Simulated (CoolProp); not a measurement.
Vapour-liquid equilibrium of CHF3 (R23) (1) + R134a (2) at 0.202 MPa; x and y are mole fractions of (1).

The numbers come from the multi-fluid Helmholtz-energy mixture model, Penoncello 2003 and Tillner-Roth 1994; pair parameters Bell 2016 in CoolProp.

| x | bubble temperature, mixture model (K) | bubble temperature, Raoult's law (K) | y, mixture model | y, Raoult's law |
|---|---|---|---|---|
| 0.05 | 255.3 | 253.9 | ___ | 0.354 |
| 0.15 | 242.8 | 240.6 | 0.632 | 0.686 |
| 0.25 | ___ | 231.6 | ___ | 0.825 |
| 0.35 | ___ | 225.0 | 0.873 | 0.895 |
| 0.45 | 221.3 | 219.9 | 0.920 | 0.934 |
| 0.55 | 216.9 | 215.9 | 0.950 | 0.958 |
| 0.65 | ___ | 212.5 | 0.969 | 0.974 |
| 0.75 | 210.1 | 209.6 | 0.982 | 0.984 |
| 0.85 | 207.4 | 207.1 | 0.991 | 0.992 |
| 0.95 | 205.1 | 205.0 | 0.997 | 0.998 |

What belongs in the gaps?


- 0.05, y, mixture model: 0.299
- 0.25, bubble temperature, mixture model (K): 233.7
- 0.25, y, mixture model: 0.790
- 0.35, bubble temperature, mixture model (K): 226.8
- 0.65, bubble temperature, mixture model (K): 213.2

The largest gap from Raoult's law is +2.2 K in bubble temperature, at x = 0.15. No azeotrope shows between x = 0.05 and 0.95.

Pair parameters are fitted to limited data, so mixtures are less certain than the pure fluids.
